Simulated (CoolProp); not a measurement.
Properties of octamethyltrisiloxane (MDM) along the isotherm 575 K.

Computed with CoolProp (reference Helmholtz-energy equation of state, Thol 2017).

| p (kPa) | phase | Z | Joule-Thomson coefficient (K/MPa) |
|---|---|---|---|
| 276 | gas | 0.9370 | 9.139 |
| 553 | gas | 0.8661 | 10.53 |
| 829 | gas | 0.7845 | 12.61 |
| 1110 | gas | 0.6832 | 16.17 |
| 1380 | gas | 0.5513 | 23.19 |
| 1660 | supercritical | 0.2933 | 27.24 |
| 1940 | supercritical | 0.2501 | 6.897 |
| 2210 | supercritical | 0.2643 | 4.010 |
| 2490 | supercritical | 0.2845 | 2.803 |
| 2760 | supercritical | 0.3058 | 2.165 |
| 3040 | supercritical | 0.3285 | 1.739 |
| 3320 | supercritical | 0.3515 | 1.443 |
| 3590 | supercritical | 0.3737 | 1.230 |
